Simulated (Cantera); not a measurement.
**NO annealing gas**

An isothermal, constant-pressure homogeneous reactor starts with NO : N₂ = 1 : 4.7 (molar parts), at 1900 K and 0.0355 atm.

Model: GRI-Mech 3.0 (53 species, 325 reactions), integrated in Cantera. Radical loss at walls, strong at low pressure, is not modelled.

```tsv
t (s)	x NO	x N₂O	x NO₂	x N₂	x O	x O₂
0.000800	0.175	4.71e-7	4.17e-9	0.825	4.84e-7	1.11e-9
0.00239	0.175	1.36e-6	3.33e-8	0.825	1.47e-6	1.01e-8
0.00711	0.175	3.66e-6	2.24e-7	0.825	4.64e-6	9.48e-8
0.0212	0.175	8.22e-6	1.13e-6	0.825	1.58e-5	1.03e-6
0.0632	0.175	1.24e-5	3.84e-6	0.825	5.08e-5	1.32e-5
0.189	0.175	1.27e-5	6.35e-6	0.825	9.01e-5	0.000121
0.562	0.174	1.25e-5	7.05e-6	0.825	9.91e-5	0.000537
1.68	0.172	1.20e-5	8.47e-6	0.826	0.000115	0.00183
5.00	0.163	1.05e-5	1.17e-5	0.831	0.000155	0.00602
```
x: mole fraction; the columns are a selection and need not sum to one.

Equilibrium at this temperature and pressure: NO 0.00395, N₂O 4.57e-8, NO₂ 9.82e-7, N₂ 0.910, O 0.000462, O₂ 0.0855 (gas phase only).
